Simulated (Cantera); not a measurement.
An isothermal, constant-pressure homogeneous reactor starts with NO : N₂ = 1 : 2.4 (molar parts), at 1900 K and 0.0188 atm. Integrator tolerance rtol = 1e-08.

Detailed kinetics in Cantera: GRI-Mech 3.0 (53 species, 325 reactions). Radical loss at walls, strong at low pressure, is not modelled.

Task: What does this change do: pressure from 0.0188 atm to 0.385 atm?

Result: 
| quantity | before | after |
|---|---|---|
| x(NO) at 5.00 s | 0.275 (gas-phase equilibrium 0.00495) | 0.136 (gas-phase equilibrium 0.00496) |
| x(N₂O) at 5.00 s | 2.76e-5 (gas-phase equilibrium 4.02e-8) | 7.64e-6 (gas-phase equilibrium 1.83e-7) |
| x(NO₂) at 5.00 s | 1.69e-5 (gas-phase equilibrium 1.16e-6) | 0.000108 (gas-phase equilibrium 5.28e-6) |
| x(O) at 5.00 s | 0.000280 (gas-phase equilibrium 0.000826) | 0.000137 (gas-phase equilibrium 0.000183) |
| x(N₂) at 5.00 s | 0.715 (gas-phase equilibrium 0.850) | 0.785 (gas-phase equilibrium 0.850) |

Task: What does this change do: pressure from 0.0188 atm to 0.0263 atm?

Result: 
```tsv
quantity	before	after
x(NO) at 5.00 s	0.275 (gas-phase equilibrium 0.00495)	0.270 (gas-phase equilibrium 0.00496)
x(N₂O) at 5.00 s	2.76e-5 (gas-phase equilibrium 4.02e-8)	2.70e-5 (gas-phase equilibrium 4.77e-8)
x(NO₂) at 5.00 s	1.69e-5 (gas-phase equilibrium 1.16e-6)	2.23e-5 (gas-phase equilibrium 1.38e-6)
x(O) at 5.00 s	0.000280 (gas-phase equilibrium 0.000826)	0.000253 (gas-phase equilibrium 0.000698)
x(N₂) at 5.00 s	0.715 (gas-phase equilibrium 0.850)	0.718 (gas-phase equilibrium 0.850)
```
